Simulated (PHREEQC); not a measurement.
Dissolve 0.0077 mol CaCl2, 0.00083 mol NaF and 5.4e-07 mol H4SiO4 per kg of water at 25 °C. Closed to the air; pH follows from the charge balance.

The numbers come from PHREEQC with the ion-association model, wateq4f.dat.

```
quantity                before    after
---------------------  -------  -------
pH                        7.12     7.00
CaF+ (mol/kgw)         2.99e-5  5.18e-9
HF (mol/kgw)           7.81e-8  1.22e-9
SI of Fluorite (CaF2)    +1.91    -3.72
SI of Quartz (SiO2)      -2.29    -4.29
```

Task: What was changed between the two runs?
A. temperature from 25 to 30 °C
B. temperature from 25 to 90 °C
C. NaF replaced by HF at the same molality
D. diluted 2-fold with water
E. diluted 100-fold with water

Result: E, diluted 100-fold with water

This is a speciation only: nothing precipitates in the calculation. Some of these states are supersaturated (in Fluorite, for instance). SiF6-2 is the database's only silicon fluoride.
